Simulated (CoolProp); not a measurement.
Saturated liquid density (kg/m³) of R1224YDZ: the reference equation beside estimates from Tc = 155.5 °C, pc = 33.34 bar, ω = 0.325. Rackett uses Z = 0.29056 − 0.08775 ω.

Model: reference Helmholtz-energy equation of state, Akasaka 2023, in CoolProp.

```json
[
 {"T (°C)": "-77.55", "reference": "1616", "Rackett": "1633", "van der Waals": "932.2", "Redlich-Kwong": "1387", "Soave-Redlich-Kwong": "1421", "Peng-Robinson": "1596"},
 {"T (°C)": "-66.85", "reference": "1590", "Rackett": "1609", "van der Waals": "920.0", "Redlich-Kwong": "1367", "Soave-Redlich-Kwong": "1404", "Peng-Robinson": "1578"},
 {"T (°C)": "-56.05", "reference": "1564", "Rackett": "1584", "van der Waals": "907.3", "Redlich-Kwong": "1347", "Soave-Redlich-Kwong": "1387", "Peng-Robinson": "1560"},
 {"T (°C)": "-45.35", "reference": "1539", "Rackett": "1558", "van der Waals": "894.3", "Redlich-Kwong": "1325", "Soave-Redlich-Kwong": "1368", "Peng-Robinson": "1540"},
 {"T (°C)": "-34.55", "reference": "1513", "Rackett": "1532", "van der Waals": "880.7", "Redlich-Kwong": "1302", "Soave-Redlich-Kwong": "1349", "Peng-Robinson": "1519"},
 {"T (°C)": "-23.85", "reference": "1486", "Rackett": "1506", "van der Waals": "866.8", "Redlich-Kwong": "1279", "Soave-Redlich-Kwong": "1328", "Peng-Robinson": "1497"},
 {"T (°C)": "-13.05", "reference": "1460", "Rackett": "1478", "van der Waals": "852.2", "Redlich-Kwong": "1253", "Soave-Redlich-Kwong": "1306", "Peng-Robinson": "1473"},
 {"T (°C)": "-2.35", "reference": "1432", "Rackett": "1451", "van der Waals": "837.2", "Redlich-Kwong": "1227", "Soave-Redlich-Kwong": "1282", "Peng-Robinson": "1448"},
 {"T (°C)": "8.35", "reference": "1405", "Rackett": "1422", "van der Waals": "821.6", "Redlich-Kwong": "1200", "Soave-Redlich-Kwong": "1257", "Peng-Robinson": "1421"}
]
```

Absolute difference from the reference over all 9 rows, mean and median: Rackett 1.2 and 1.2 %, van der Waals 41.8 and 41.8 %, Redlich-Kwong 14.1 and 14.0 %, Soave-Redlich-Kwong 11.0 and 10.8 %, Peng-Robinson 0.7 and 0.8 %.
